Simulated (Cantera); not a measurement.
Cantera with NASA thermochemical tables; ideal gases at 1 bar, condensed phases pure. Values are per mole of reaction as written; species without (g) are pure solids or liquids, kept so even where they would boil at 1 bar.

Q: Between 350 and 750 K, where is each reaction favourable under standard conditions?
- 2 Pb(g) + S2(g) → 2 PbS

A: 
- 2 Pb(g) + S2(g) → 2 PbS: ΔG° is -577 kJ at 350 K and -424 kJ at 750 K; it stays negative (K > 1). ΔH° is -703 kJ and ΔS° -372 J/K at 750 K.
